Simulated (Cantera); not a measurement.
What does this Cantera script print?

```python
import numpy as np
import cantera as ct

gas = ct.Solution("gri30.yaml")


def delay(T, t_max=10):
    gas.TPX = T, 230000, {'H2': 1, 'O2': 0.685, 'N2': 2.58}
    reactor = ct.IdealGasConstPressureReactor(gas, clone=False)
    net = ct.ReactorNet([reactor])
    net.rtol, net.atol = 1e-8, 1e-16
    while net.time < t_max:
        t_old, T_old = net.time, reactor.T
        net.step()
        if reactor.T > T + 400:  # ignition: a rise of 400 K
            return t_old + (T + 400 - T_old) / (reactor.T - T_old) * (net.time - t_old)
    return np.nan


taus = []
for T in [1098, 1173, 1248, 1323, 1398, 1473, 1548, 1623, 1698]:
    taus.append(delay(T))
    print(f"T0 = {T:6g} K   tau = {taus[-1]:.4e} s")
```

It prints:

```
T0 =   1098 K   tau = 6.1653e-05 s
T0 =   1173 K   tau = 2.7758e-05 s
T0 =   1248 K   tau = 1.7124e-05 s
T0 =   1323 K   tau = 1.2022e-05 s
T0 =   1398 K   tau = 9.1504e-06 s
T0 =   1473 K   tau = 7.4121e-06 s
T0 =   1548 K   tau = 6.3314e-06 s
T0 =   1623 K   tau = 5.6676e-06 s
T0 =   1698 K   tau = 5.2876e-06 s
```

Computed with Cantera and GRI-Mech 3.0 (53 species, 325 reactions). The hydrogen kinetics of GRI-Mech 3.0 are dated; newer H2 mechanisms differ, most at raised pressure. Where the delays flatten at high temperature, the 400 K rule measures the pace of heat release, not the induction time.
